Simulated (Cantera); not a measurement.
Feed: 1 mol HMDSO, 0.44 mol H₂O, 88 mol N₂, at 500 K and 0.00133 bar.

Cantera equilibrium calculation (NASA polynomials, part measured and part estimated; ideal gas, pure solids and liquids). Candidate condensed phases: C, C₆H₆, C₇H₈, C₈H₁₈, H₂O, Si, SiC, SiO₂, Si₂N₂O, Si₃N₄; 151 gas species. The feed counts by its element totals alone. N₂ is the only nitrogen source here; it is nearly inert below about 1500 K, so the nitride shown seldom forms there in practice. Kinetics and transport are ignored.

Base state: N₂ 0.916, H₂ 0.0682, CH₄ 0.0155 (mole fractions); condensed: C(graphite) + SiO₂(α-quartz) + Si₂N₂O(s).

Problem. What changes in the equilibrium state with this change: temperature from 500 K to 1450 K?

Solution. 
```json
[
 {"species": "N₂", "before": "0.916", "after": "0.890"},
 {"species": "H₂", "before": "0.0682", "after": "0.0953"},
 {"species": "CO", "before": "<1e-9", "after": "0.0145"},
 {"species": "CH₄", "before": "0.0155", "after": "4.00e-8"},
 {"species": "SiO", "before": "<1e-9", "after": "2.29e-5"},
 {"species": "HCN", "before": "<1e-9", "after": "0.000214"},
 {"species": "H", "before": "<1e-9", "after": "8.00e-5"},
 {"species": "C(graphite), mol", "before": "4.52", "after": "2.54"},
 {"species": "SiO₂(α-quartz), mol", "before": "0.293", "after": "0"},
 {"species": "Si₂N₂O(s), mol", "before": "0.853", "after": "0"},
 {"species": "SiC(s), mol", "before": "0", "after": "2.00"}
]
```

Problem. What changes in the equilibrium state with this change: pressure from 0.00133 bar to 0.0130 bar?

Solution. 
| species | before | after |
|---|---|---|
| N₂ | 0.916 | 0.933 |
| CH₄ | 0.0155 | 0.0343 |
| H₂ | 0.0682 | 0.0325 |
| NH₃ | 7.22e-6 | 2.33e-5 |
| C(graphite), mol | 4.52 | 2.80 |
| SiO₂(α-quartz), mol | 0.293 | 0.293 |
| Si₂N₂O(s), mol | 0.853 | 0.853 |

Problem. What changes in the equilibrium state with this change: pressure from 0.00133 bar to 0.110 bar?

Solution. 
```
species               before    after
-------------------  -------  -------
N₂                     0.916    0.943
CH₄                   0.0155   0.0446
H₂                    0.0682   0.0127
NH₃                  7.22e-6  4.88e-5
C(graphite), mol        4.52     1.87
SiO₂(α-quartz), mol    0.293    0.293
Si₂N₂O(s), mol         0.853    0.853
```
